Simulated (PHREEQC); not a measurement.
Solution (8.2 °C): 6.3 mmol/kgw NaBr, 2.6 mmol/kgw MnCl2 and 0.86 mmol/kgw NaCl. Closed to the air; pH follows from the charge balance.

All values are PHREEQC results (ion-association model, phreeqc.dat), not measurements.

```
quantity              before    after
-------------------  -------  -------
pH                      6.95     6.97
MnCl+ (mol/kgw)      3.98e-5  8.22e-5
MnOH+ (mol/kgw)      9.87e-8  9.48e-8
MnCl2 (mol/kgw)      8.22e-8  3.69e-7
SI of Halite (NaCl)    -6.02    -5.37
```

### Question
Name the change that produced these shifts.
A) 8.9e-05 mol/kgw Zn(NO3)2 added
B) NaCl from 0.00086 to 0.0086 mol/kgw
C) NaBr from 0.0063 to 0.063 mol/kgw

### Answer
B, NaCl from 0.00086 to 0.0086 mol/kgw

Precipitation was switched off in this run. Away from 25 °C the constants follow the database's enthalpies or fits; those with neither stay at their 25 °C values.
